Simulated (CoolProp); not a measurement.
Vapour-liquid equilibrium of R134a (1) + R1234ze(E) (2) at 372 kPa; x and y are mole fractions of (1).

Model: multi-fluid Helmholtz-energy mixture model, Tillner-Roth 1994 and Thol 2016; pair parameters Bell 2022, in CoolProp.

```
x     bubble temperature, mixture model (°C)  bubble temperature, Raoult's law (°C)  y, mixture model  y, Raoult's law
----  --------------------------------------  -------------------------------------  ----------------  ---------------
0.05                                    14.8                                   15.1             0.073            0.066
0.2                                      [?]                                   13.6             0.262            0.251
0.35                                     [?]                                   12.2             0.420            0.420
0.5                                      [?]                                   10.9               [?]            0.573
0.65                                     [?]                                    9.6               [?]            0.714
0.8                                      7.7                                    8.3               [?]            0.843
0.95                                     7.0                                    7.2               [?]            0.962
```

Task: Some entries are withheld; supply them.

Result: 
- 0.2, bubble temperature, mixture model (°C): 12.6
- 0.35, bubble temperature, mixture model (°C): 11.0
- 0.5, bubble temperature, mixture model (°C): 9.7
- 0.5, y, mixture model: 0.562
- 0.65, bubble temperature, mixture model (°C): 8.6
- 0.65, y, mixture model: 0.696
- 0.8, y, mixture model: 0.826
- 0.95, y, mixture model: 0.956

The largest gap from Raoult's law is -1.2 K in bubble temperature, at x = 0.35. No azeotrope shows between x = 0.05 and 0.95.

Pair parameters are fitted to limited data, so mixtures are less certain than the pure fluids.
